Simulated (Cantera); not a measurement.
# N2O furnace oxynitridation

A perfectly stirred reactor is fed with N₂O : N₂ = 1 : 8 (molar parts), at 4.05 Torr; it is held at 1275 K, and followed from long to short residence time.

Computed with Cantera and GRI-Mech 3.0 (53 species, 325 reactions). GRI-Mech 3.0 was tuned for natural gas; its chemistry of N2O as a main component is partial and can be far from experiment. Radical loss at walls, strong at low pressure, is not modelled. The mechanism lacks the step 2 NO + O2 → 2 NO2, which can matter for NO2 below about 1400 K. The temperature is held fixed by assumption; the heat of reaction is taken as removed at once.

| τ (s) | x N₂O | x O₂ | x O | x NO | x NO₂ | x N₂ |
|---|---|---|---|---|---|---|
| 14 | 0.0936 | 0.00717 | 5.47e-6 | 0.00228 | 1.21e-7 | 0.897 |
| 4.3 | 0.105 | 0.00247 | 5.46e-6 | 0.000784 | 3.52e-8 | 0.892 |
| 1.3 | 0.109 | 0.000773 | 5.44e-6 | 0.000246 | 7.87e-9 | 0.890 |
| 0.37 | 0.111 | 0.000219 | 5.36e-6 | 6.97e-5 | 1.11e-9 | 0.889 |
| 0.11 | 0.111 | 6.24e-5 | 5.11e-6 | 1.98e-5 | 1.14e-10 | 0.889 |
| 0.032 | 0.111 | 1.57e-5 | 4.40e-6 | 4.98e-6 | 7.82e-12 | 0.889 |
| 0.0095 | 0.111 | 3.18e-6 | 3.01e-6 | 1.01e-6 | <1e-12 | 0.889 |
| 0.0028 | 0.111 | 4.52e-7 | 1.45e-6 | 1.44e-7 | <1e-12 | 0.889 |
x: mole fraction; the columns are a selection and need not sum to one.
